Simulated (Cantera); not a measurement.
# Thermodynamics of silicates and aluminates, feed SiO2 + Al2O3 + H2

A closed system holds: 1 mol SiO2, 0.74 mol Al2O3, 0.17 mol H2, held at 0.638 Torr.

Cantera equilibrium calculation (NASA polynomials, part measured and part estimated; ideal gas, pure solids and liquids). Candidate condensed phases: Al, Al2O3, Al2SiO5, Al6Si2O13, H2O, Si, SiO2; 28 gas species. Mutual solubility and eutectic melting of coexisting phases are not modelled. The tables hold silica as quartz up to 1696 K and as liquid above; real silica turns to tridymite and cristobalite and melts near 1996 K. Condensed phases not in the tables: alloys, solid solutions and most ternary compounds. Rates play no part.

```csv
T (K),x H2,x SiO,x H2O,x H,x OH,x SiO2,x AlOH,n Al2SiO5(andalusite),n SiO2(β-quartz),n Al6Si2O13(mullite)
898,1.00,5.49e-10,5.68e-10,3.75e-9,<1e-12,<1e-12,<1e-12,0.740,0.260,0
998,1.00,2.28e-8,2.29e-8,7.38e-8,<1e-12,<1e-12,<1e-12,0.740,0.260,0
1098,1.000,4.70e-7,4.70e-7,8.48e-7,<1e-12,<1e-12,<1e-12,0.740,0.260,0
1198,1.000,5.78e-6,5.78e-6,6.52e-6,<1e-12,<1e-12,<1e-12,0.740,0.260,0
1298,1.000,4.79e-5,4.79e-5,3.68e-5,2.28e-11,1.54e-12,1.54e-11,0,0.507,0.247
1398,0.999,0.000291,0.000291,0.000162,9.30e-10,7.87e-11,1.82e-10,0,0.507,0.247
1498,0.997,0.00138,0.00138,0.000588,2.31e-8,2.36e-9,1.53e-9,0,0.506,0.247
1598,0.988,0.00532,0.00532,0.00181,3.81e-7,4.59e-8,9.76e-9,0,0.506,0.247
```
x: gas mole fraction; n: condensed amount in mol.

From 898 K to 1198 K the condensed part is Al2SiO5(andalusite) + SiO2(β-quartz). From 1298 K to 1598 K the condensed part is Al6Si2O13(mullite) + SiO2(β-quartz).
